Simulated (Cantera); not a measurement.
An adiabatic, constant-pressure homogeneous reactor starts with CH4 : CO : O2 : N2 : C2H6 = 1 : 0.13 : 1.03 : 9.4 : 0.086 (molar parts), equivalence ratio 2.3, at 1675 K and 28.0 bar.

Cantera simulation using GRI-Mech 3.0 (53 species, 325 reactions); the numbers are that mechanism's predictions, not measurements. The pressure lies above the range GRI-Mech 3.0 was tuned for (to about 10 atm).

Q: Predict: time of steepest temperature rise; temperature at 2.00 s; equilibrium temperature; x(CH4) at 2.00 s; x(CO) at 2.00 s; x(O2) at 2.00 s; x(NO) at 2.00 s; x(CH2O) at 2.00 s.

A: 
| Item | Value |
|---|---|
| time of steepest temperature rise | 25.4 µs |
| temperature at 2.00 s | 2224 K |
| equilibrium temperature | 2224 K |
| x(CH4) at 2.00 s | 2.11e-8 (gas-phase equilibrium 2.34e-8) |
| x(CO) at 2.00 s | 0.0915 (gas-phase equilibrium 0.0915) |
| x(O2) at 2.00 s | 1.72e-8 (gas-phase equilibrium 1.72e-8) |
| x(NO) at 2.00 s | 3.68e-6 (gas-phase equilibrium 3.68e-6) |
| x(CH2O) at 2.00 s | 1.18e-7 (gas-phase equilibrium 1.18e-7) |
